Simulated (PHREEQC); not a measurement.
A solution holds 0.036 mol/kgw CuSO4 and 0.0042 mol/kgw NaHCO3, at 25 °C. Closed to the air; pH follows from the charge balance.

Model: ion-association model, wateq4f.dat, run in PHREEQC.

No solid was allowed to form.

Question: What pH does the model give?

Answer: pH 5.55.

Question: In which forms is Cu present?

Answer: Cu+2 52 %, CuSO4 38 %, Cu2(OH)2+2 4.8 %, CuHCO3+ 4.4 %, CuCO3 0.6 % of the Cu.

Saturation is exceeded, for instance for Malachite, Brochantite; the values hold only as long as no solid forms. Complexes and solids missing from the database can't appear.
